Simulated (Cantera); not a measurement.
A Cantera script and what it prints.

```python
import numpy as np
import cantera as ct

gas_names = """
    Fe H H2 H2S N NH NH2 NH3 N2 N2H2 N2H4 S SH SN S2 S8
""".split()
cond_names = """
    Fe(a) Fe(c) Fe(d) Fe(L) FeS(a) FeS(b) FeS(c) FeS(L) FeS2(s) S(cr1) S(cr2) S(L)
""".split()


# ... load() reads the species with a 1 bar reference pressure and builds the phases ...
atoms = {
    'FeS2': {'Fe': 1, 'S': 2},
    'H2': {'H': 2},
    'N2': {'N': 2},
}
top_T = {'FeS2(s)': 1010}  # K; cautious upper limits of use, not melting points


# ... equilibrate(T, P, feed) seeds the gas with the atoms and calls Mixture.equilibrate('TP', solver="vcs", rtol=1e-11, max_steps=5000) ...
results = []
feed = {'FeS2': 1, 'H2': 1, 'N2': 0.59}  # mol
P = 10000  # Pa
for T in [1273, 1298, 1323, 1348, 1373, 1398, 1423, 1448, 1473, 1498, 1523]:
    mix = equilibrate(T, P, feed)
    results.append((T, P, feed, dict(zip(mix.species_names, mix.species_moles))))
    x = sorted(zip(gas.X, gas.species_names), reverse=True)
    print(f"T = {T:g} K  P = {P:g} Pa  gas = {mix.phase_moles(0):.4g} mol")
    print("   x: " + "  ".join(f"{s} {v:.3e}" for v, s in x if v > 1e-06))
    print("   condensed (mol): " + ("  ".join(f"{mix.phase(i).name} {mix.phase_moles(i):.4g}"
          for i in range(1, mix.n_phases) if mix.phase_moles(i) > 1e-12) or "none"))
```

Result:

```
T = 1273 K  P = 10000 Pa  gas = 1.797 mol
   x: N2 3.284e-01  H2S 3.263e-01  H2 2.298e-01  S2 1.147e-01  SH 9.088e-04  S 1.962e-06  H 1.081e-06
   condensed (mol): FeS(c) 1
T = 1298 K  P = 10000 Pa  gas = 1.813 mol
   x: N2 3.254e-01  H2S 3.056e-01  H2 2.455e-01  S2 1.224e-01  SH 1.111e-03  S 3.007e-06  H 1.679e-06
   condensed (mol): FeS(c) 1
T = 1323 K  P = 10000 Pa  gas = 1.829 mol
   x: N2 3.226e-01  H2S 2.854e-01  H2 2.607e-01  S2 1.300e-01  SH 1.344e-03  S 4.528e-06  H 2.560e-06
   condensed (mol): FeS(c) 1
T = 1348 K  P = 10000 Pa  gas = 1.845 mol
   x: N2 3.198e-01  H2 2.754e-01  H2S 2.659e-01  S2 1.373e-01  SH 1.609e-03  S 6.706e-06  H 3.839e-06
   condensed (mol): FeS(c) 1
T = 1373 K  P = 10000 Pa  gas = 1.86 mol
   x: N2 3.172e-01  H2 2.894e-01  H2S 2.473e-01  S2 1.442e-01  SH 1.908e-03  S 9.776e-06  H 5.665e-06
   condensed (mol): FeS(c) 1
T = 1398 K  P = 10000 Pa  gas = 1.875 mol
   x: N2 3.147e-01  H2 3.027e-01  H2S 2.295e-01  S2 1.508e-01  SH 2.242e-03  S 1.404e-05  H 8.233e-06
   condensed (mol): FeS(c) 1
T = 1423 K  P = 10000 Pa  gas = 1.889 mol
   x: H2 3.153e-01  N2 3.123e-01  H2S 2.127e-01  S2 1.570e-01  SH 2.612e-03  S 1.989e-05  H 1.180e-05
   condensed (mol): FeS(c) 1
T = 1448 K  P = 10000 Pa  gas = 1.903 mol
   x: H2 3.272e-01  N2 3.101e-01  H2S 1.969e-01  S2 1.628e-01  SH 3.019e-03  S 2.780e-05  H 1.667e-05
   condensed (mol): FeS(c) 1
T = 1473 K  P = 10000 Pa  gas = 1.916 mol
   x: H2 3.382e-01  N2 3.080e-01  H2S 1.821e-01  S2 1.682e-01  SH 3.465e-03  S 3.836e-05  H 2.327e-05
   condensed (mol): FeS(L) 1
T = 1498 K  P = 10000 Pa  gas = 1.928 mol
   x: H2 3.485e-01  N2 3.060e-01  S2 1.732e-01  H2S 1.683e-01  SH 3.949e-03  S 5.233e-05  H 3.208e-05
   condensed (mol): FeS(L) 1
T = 1523 K  P = 10000 Pa  gas = 1.939 mol
   x: H2 3.580e-01  N2 3.042e-01  S2 1.778e-01  H2S 1.554e-01  SH 4.472e-03  S 7.059e-05  H 4.373e-05
   condensed (mol): FeS(L) 1
```

Equilibrium computed with Cantera from the NASA thermochemical tables; the gas is ideal and each condensed phase is pure. FeS: taken at fixed stoichiometry. Gases not in the tables: S3 to S7.
